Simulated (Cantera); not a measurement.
A jet of CH4 : O2 : N2 = 0.032 : 0.18 : 0.79 (molar parts), equivalence ratio 0.36 at 300 K and 82.5 Torr hits a platinum plate 8.8 cm away at a mass flux of 0.032 kg/m²/s; the plate temperature is set and raised in steps from an oxygen-covered start.

Cantera simulation using Deutschmann's 1995 Pt surface mechanism with GRI-Mech 3.0 gas chemistry; the numbers are that mechanism's predictions, not measurements. Catalytic surfaces can have several steady states; this one follows from the mechanism file's or the stated starting coverage.

x: mole fraction at the wall; θ: surface coverage.

```tsv
plate T (K)	wall x CH4	wall x O2	wall x H2O	wall x OH	wall x CO	wall x CO2	θ free Pt	θ O*	θ OH*
900	0.0175	0.149	0.0271	(withheld)	6.22e-6	0.0178	0.176	0.823	0.00138
950	0.0121	0.137	0.0370	(withheld)	5.93e-6	0.0244	0.240	0.758	0.00148
1000	0.00836	0.129	0.0437	(withheld)	5.54e-6	0.0289	0.307	0.691	0.00144
1050	0.00600	0.124	0.0480	(withheld)	5.26e-6	0.0317	0.375	0.624	0.00134
1100	0.00448	0.121	0.0506	(withheld)	5.15e-6	0.0335	0.441	0.558	0.00121
1150	0.00314	0.119	0.0525	(withheld)	7.21e-6	0.0344	0.504	0.495	0.00108
1200	0.00222	0.117	0.0543	(withheld)	9.27e-6	0.0353	0.565	0.434	0.000957
1250	0.00139	0.116	0.0561	(withheld)	1.21e-5	0.0363	0.622	0.377	0.000844
```

Problem. Fill in the missing entries.

Solution. 
- 900, wall x OH: 3.33e-8
- 950, wall x OH: 1.02e-7
- 1000, wall x OH: 2.76e-7
- 1050, wall x OH: 6.59e-7
- 1100, wall x OH: 1.43e-6
- 1150, wall x OH: 2.95e-6
- 1200, wall x OH: 5.55e-6
- 1250, wall x OH: 9.86e-6
